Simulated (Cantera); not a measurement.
A closed system holds: 1 mol Fe(CO)₅, 0.33 mol CO, 6.9 mol N₂, at 1398.15 K and 7.50 Torr.

Method: chemical equilibrium by Gibbs-energy minimisation in Cantera with the NASA 1993 tables (ideal gas, pure condensed phases). Candidate condensed phases: C, Fe, Fe(CO)₅, FeO, Fe₂O₃, Fe₃O₄; 27 gas species. Equilibrium is a limit: real reactors are often held back by kinetics, nucleation or transport.

Base state: N₂ 0.564, CO 0.436 (mole fractions); condensed: Fe(γ).

What changes in the equilibrium state with this change: temperature from 1398.15 K to 798.15 K?


```json
[
 {"species": "N₂", "before": "0.564", "after": "0.615"},
 {"species": "CO", "before": "0.436", "after": "0.294"},
 {"species": "CO₂", "before": "3.32e-6", "after": "0.0906"},
 {"species": "Fe(γ), mol", "before": "1.000", "after": "0"},
 {"species": "C(graphite), mol", "before": "0", "after": "1.02"},
 {"species": "Fe(α), mol", "before": "0", "after": "1.00"}
]
```
Condensed phases not in the tables: cementite and carbon dissolved in iron.
